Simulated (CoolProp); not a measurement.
A simple Rankine cycle with propylene: condensing at 303.15 K, boiler at 3.66 MPa, turbine inlet 502.3 K, turbine efficiency 0.8, pump efficiency 0.7, no recuperator. Each further row changes one setting.

Values from CoolProp's reference Helmholtz-energy equation of state, Lemmon 2013.

```csv
case,thermal efficiency (%),net work (kJ/kg),heat in (kJ/kg),turbine exit temperature (K),volume ratio over the turbine
as stated,9.3,65.5,706,459.9,2.70
turbine inlet 522.3 K,9.2,69.3,755,480.2,2.69
condensing temperature 295.15 K,10.8,78.3,727,452.5,3.26
boiler pressure 2.56 MPa,6.3,45.4,720,475.4,1.91
turbine efficiency 0.7,8.0,56.4,706,464.0,2.73
```
